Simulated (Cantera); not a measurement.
## Thermodynamics of abatement and gas-phase synthesis, feed H₂S + O₂ + N₂

Feed: 1 mol H₂S, 0.052 mol O₂, 8.8 mol N₂, at 13.5 Torr.

Cantera equilibrium calculation (NASA polynomials, part measured and part estimated; ideal gas, pure solids and liquids). Candidate condensed phases: H₂O, H₂SO₄, S; 60 gas species. Ions and electrons are included (thermal ionisation). The numbers say what is thermodynamically allowed, not how fast it happens.

From 2000 K to 5000 K nothing is condensed.

```
T (K)   x N₂       x N      x H      x H₂      x S      x S₂
-----  -----  --------  -------  --------  -------  --------
2000   0.850   6.20e-9  0.00352    0.0844  0.00484    0.0417
2250   0.838   1.52e-7   0.0156    0.0795   0.0184    0.0325
2500   0.812   1.96e-6   0.0471    0.0633   0.0437    0.0179
2750   0.780   1.58e-5   0.0977    0.0367   0.0665   0.00613
3000   0.756   9.02e-5    0.141    0.0143   0.0773   0.00168
3250   0.744  0.000397    0.159   0.00444   0.0817  0.000487
3500   0.740   0.00142    0.165   0.00141   0.0832  0.000158
3750   0.736   0.00429    0.167  0.000498   0.0835   5.82e-5
4000   0.730    0.0113    0.167  0.000197   0.0834   2.40e-5
4250   0.716    0.0264    0.166   8.56e-5   0.0828   1.08e-5
4500   0.691    0.0558    0.163   4.01e-5   0.0815   5.26e-6
4750   0.646     0.107    0.159   1.98e-5   0.0793   2.67e-6
5000   0.576     0.188    0.152   1.01e-5   0.0758   1.39e-6
```
x: gas mole fraction; nothing condenses.
